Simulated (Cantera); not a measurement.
A closed system holds: 1 mol FeS, 1.2 mol SO2, 42 mol N2, equilibrated at 1898.15 K and 3800 Pa.

These are equilibrium values from Cantera (NASA tables, ideal gas, pure condensed phases), not measurements of a reactor. The tables' stoichiometric FeO is somewhat more stable than real wüstite, so its field is too wide. FeO: taken at fixed stoichiometry. The numbers say what is thermodynamically allowed, not how fast it happens.

```tsv
species	before	after
N2	0.963	0.966
S2	0.0148	0.0168
SO2	0.0136	0.0154
SO	0.00608	0.00136
Fe	0.00135	3.07e-6
FeO	2.04e-5	4.18e-8
S	0.000982	6.08e-5
S2O	0.000102	0.000126
FeO(l), mol	0.940	0
FeO(s), mol	0	1.000
```
Gas species are given as mole fractions.

Question: Which change was made?
A) SO2 from 1.2 to 0.2 mol
B) FeS replaced by FeS2
C) pressure from 3800 Pa to 2500 Pa
D) temperature from 1898.15 K to 1573.15 K

Answer: D, temperature from 1898.15 K to 1573.15 K
